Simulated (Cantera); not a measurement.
Feed: 1 mol C3H8, 0.14 mol NH3, 4.6 mol H2O, at 2475 K and 13.0 Pa.

Cantera equilibrium calculation (NASA polynomials, part measured and part estimated; ideal gas, pure solids and liquids). Rates play no part.

```
species    before     after
-------  --------  --------
H           0.654     0.766
CO          0.152     0.138
O          0.0516    0.0692
H2          0.110    0.0199
H2O        0.0109  0.000280
OH         0.0131   0.00283
CO2       0.00248  0.000286
O2        0.00211  0.000393
NO       0.000148   9.04e-5
N2        0.00354   0.00317
```
Gas species are given as mole fractions.

Question: Which change was made?
A) NH3 from 0.14 to 0.012 mol
B) temperature from 2475 K to 2723.15 K
C) NH3 from 0.14 to 0.016 mol
D) NH3 from 0.14 to 2.6 mol

Answer: B, temperature from 2475 K to 2723.15 K
